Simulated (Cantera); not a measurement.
A Cantera script and what it prints.

```python
import numpy as np
import cantera as ct

gas_names = """
    F F2 H HF H2 H2F2 H3F3 H4F4 H5F5 H6F6 H7F7 Si SiF SiF2 SiF3 SiF4 SiH SiHF3 SiH2 SiH2F2 SiH3 SiH3F
    SiH4 Si2 Si3
""".split()
cond_names = """
    Si(cr) Si(L)
""".split()


# ... load() reads the species with a 1 bar reference pressure and builds the phases ...
atoms = {
    'Si': {'Si': 1},
    'F2': {'F': 2},
    'H2': {'H': 2},
}
top_T = {}  # K; cautious upper limits of use, not melting points


# ... equilibrate(T, P, feed) seeds the gas with the atoms and calls Mixture.equilibrate('TP', solver="vcs", rtol=1e-11, max_steps=5000) ...
results = []
feed = {'Si': 1, 'F2': 0.62, 'H2': 0.14}  # mol
T = 973  # K
P = 133.322  # Pa
mix = equilibrate(T, P, feed)
results.append((T, P, feed, dict(zip(mix.species_names, mix.species_moles))))
print(gas.report(threshold=0.001))
for i in range(1, mix.n_phases):
    print(f"{mix.phase(i).name:16s} {mix.phase_moles(i):12.5e} mol")
```

Result:

```
       temperature   973 K
          pressure   133.32 Pa
           density   0.0011949 kg/m^3
  mean mol. weight   72.507 kg/kmol
   phase of matter   gas

                          1 kg             1 kmol
                     ---------------   ---------------
          enthalpy       -1.4682e+07       -1.0645e+09  J
   internal energy       -1.4793e+07       -1.0726e+09  J
           entropy            5255.1        3.8103e+05  J/K
    Gibbs function       -1.9795e+07       -1.4352e+09  J
 heat capacity c_p            1100.8             79816  J/K
 heat capacity c_v            986.14             71502  J/K

                      mass frac. Y      mole frac. X     chem. pot. / RT
                     ---------------   ---------------   ---------------
                H2         0.0085526            0.3076           -25.237
              SiF3         0.0019208         0.0016369           -185.19
              SiF4           0.98012            0.6828           -245.72
             SiHF3         0.0093427         0.0078687           -197.81
     [  +21 minor]        6.4267e-05        9.4557e-05

Si(cr)            6.88923e-01 mol
```

Method: chemical equilibrium by Gibbs-energy minimisation in Cantera with the NASA 1993 tables (ideal gas, pure condensed phases). The tables' values for SiF3 are old estimates; treat these amounts as uncertain.
